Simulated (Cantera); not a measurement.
A Cantera script and its output.

```python
import numpy as np
import cantera as ct

gas = ct.Solution("gri30.yaml")


def delay(T, t_max=10):
    gas.TPX = T, 81000, {'CH3OH': 1, 'O2': 3.57, 'N2': 13.4}
    reactor = ct.IdealGasReactor(gas, clone=False)
    net = ct.ReactorNet([reactor])
    net.rtol, net.atol = 1e-8, 1e-16
    while net.time < t_max:
        t_old, T_old = net.time, reactor.T
        net.step()
        if reactor.T > T + 400:  # ignition: a rise of 400 K
            return t_old + (T + 400 - T_old) / (reactor.T - T_old) * (net.time - t_old)
    return np.nan


taus = []
for T in [1250, 1350, 1450, 1550, 1650, 1750, 1850]:
    taus.append(delay(T))
    print(f"T0 = {T:6g} K   tau = {taus[-1]:.4e} s")
```

Output:

```
T0 =   1250 K   tau = 6.1993e-03 s
T0 =   1350 K   tau = 1.6116e-03 s
T0 =   1450 K   tau = 5.3592e-04 s
T0 =   1550 K   tau = 2.1684e-04 s
T0 =   1650 K   tau = 1.0132e-04 s
T0 =   1750 K   tau = 5.2490e-05 s
T0 =   1850 K   tau = 2.9476e-05 s
```

Computed with Cantera and GRI-Mech 3.0 (53 species, 325 reactions). GRI-Mech 3.0 was tuned for natural gas; its chemistry of methanol as a main component is partial and can be far from experiment.
